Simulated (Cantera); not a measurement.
An isothermal, constant-pressure homogeneous reactor starts with CH₄ : CO₂ : H₂ = 1 : 0.68 : 0.06 (molar parts), at 1500 K and 98000 Pa.

Computed with Cantera and GRI-Mech 3.0 (53 species, 325 reactions).

x: mole fraction; the columns are a selection and need not sum to one.

```json
[
 {"t (s)": "1.00e-5", "x CH₄": "0.575", "x CO₂": "0.391", "x H₂": "0.0345", "x H₂O₂": "<1e-12", "x HO₂": "<1e-12", "x H₂O": "3.27e-8", "x C₂H₆": "[?]"},
 {"t (s)": "3.39e-5", "x CH₄": "0.575", "x CO₂": "0.391", "x H₂": "0.0345", "x H₂O₂": "<1e-12", "x HO₂": "<1e-12", "x H₂O": "1.78e-7", "x C₂H₆": "[?]"},
 {"t (s)": "0.000115", "x CH₄": "0.575", "x CO₂": "0.391", "x H₂": "0.0345", "x H₂O₂": "<1e-12", "x HO₂": "<1e-12", "x H₂O": "1.31e-6", "x C₂H₆": "[?]"},
 {"t (s)": "0.000389", "x CH₄": "0.574", "x CO₂": "0.391", "x H₂": "0.0346", "x H₂O₂": "<1e-12", "x HO₂": "<1e-12", "x H₂O": "9.29e-6", "x C₂H₆": "[?]"},
 {"t (s)": "0.00132", "x CH₄": "0.574", "x CO₂": "0.391", "x H₂": "0.0350", "x H₂O₂": "<1e-12", "x HO₂": "<1e-12", "x H₂O": "4.66e-5", "x C₂H₆": "[?]"},
 {"t (s)": "0.00447", "x CH₄": "0.570", "x CO₂": "0.390", "x H₂": "0.0370", "x H₂O₂": "<1e-12", "x HO₂": "<1e-12", "x H₂O": "0.000226", "x C₂H₆": "[?]"},
 {"t (s)": "0.0152", "x CH₄": "0.556", "x CO₂": "0.387", "x H₂": "0.0478", "x H₂O₂": "<1e-12", "x HO₂": "<1e-12", "x H₂O": "0.00113", "x C₂H₆": "[?]"},
 {"t (s)": "0.0514", "x CH₄": "0.506", "x CO₂": "0.370", "x H₂": "0.0879", "x H₂O₂": "<1e-12", "x HO₂": "<1e-12", "x H₂O": "0.00580", "x C₂H₆": "[?]"},
 {"t (s)": "0.174", "x CH₄": "0.393", "x CO₂": "0.317", "x H₂": "0.170", "x H₂O₂": "<1e-12", "x HO₂": "<1e-12", "x H₂O": "0.0303", "x C₂H₆": "[?]"},
 {"t (s)": "0.590", "x CH₄": "0.217", "x CO₂": "0.184", "x H₂": "0.247", "x H₂O₂": "<1e-12", "x HO₂": "<1e-12", "x H₂O": "0.117", "x C₂H₆": "[?]"},
 {"t (s)": "2.00", "x CH₄": "0.0821", "x CO₂": "0.0612", "x H₂": "0.302", "x H₂O₂": "<1e-12", "x HO₂": "<1e-12", "x H₂O": "0.184", "x C₂H₆": "[?]"}
]
```

**Question.** Fill in the missing entries.

**Answer.** 
- 1.00e-5, x C₂H₆: 3.19e-9
- 3.39e-5, x C₂H₆: 1.23e-7
- 0.000115, x C₂H₆: 4.15e-6
- 0.000389, x C₂H₆: 6.51e-5
- 0.00132, x C₂H₆: 0.000330
- 0.00447, x C₂H₆: 0.000984
- 0.0152, x C₂H₆: 0.00142
- 0.0514, x C₂H₆: 0.00103
- 0.174, x C₂H₆: 0.000522
- 0.590, x C₂H₆: 0.000186
- 2.00, x C₂H₆: 4.93e-5
